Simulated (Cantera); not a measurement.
Input: 1 mol Fe3O4, 0.25 mol HCl, at 825 °C and 100000 Pa.

Equilibrium computed with Cantera from the NASA thermochemical tables; the gas is ideal and each condensed phase is pure. Candidate condensed phases: Fe, FeCl2, FeCl3, FeO, Fe(OH)2, Fe(OH)3, Fe2O3, Fe3O4, H2O; 22 gas species. Mutual solubility and eutectic melting of coexisting phases are not modelled. The numbers say what is thermodynamically allowed, not how fast it happens.

Task: What is the equilibrium state?

Result: 
- x(HCl) = 0.846
- x(H2O) = 0.0863
- x(FeCl2) = 0.0338
- x(FeCl3) = 0.0303
- x(Fe2Cl4) = 0.00281
- x(Fe2Cl6) = 0.000423
- x(Cl2) = 0.000110
- x(Cl) = 1.55e-5
- x(H2) = 1.47e-6
- n(Fe2O3(s)) = 0.00575 mol
- n(Fe3O4(s)) = 0.990 mol
- gas amount = 0.2454 mol
- log10 activity of FeCl2(l) (absent) = -0.43
- log10 activity of Fe(α) (absent) = -6.59
- log10 activity of Fe(OH)2(s) (absent) = -7.28
